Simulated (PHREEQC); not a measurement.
Solution (25 °C): 0.0094 mol FeSO4, 0.0059 mol NaF and 0.0013 mol NaCl per kg of water. Closed to the air; pH follows from the charge balance.

Model: ion-association model, wateq4f.dat, run in PHREEQC.

This is a speciation only: nothing precipitates in the calculation.

Question: Order these S species by the share of S that they hold, largest first: NaSO4-, FeSO4, SO4-2.

Answer: SO4-2 (74 %), FeSO4 (24 %), NaSO4- (1.3 %)

The pH is 6.40 and the ionic strength 0.0350 mol/kgw. Fluoro complexes past AlF4- and FeF3 are missing from the database.
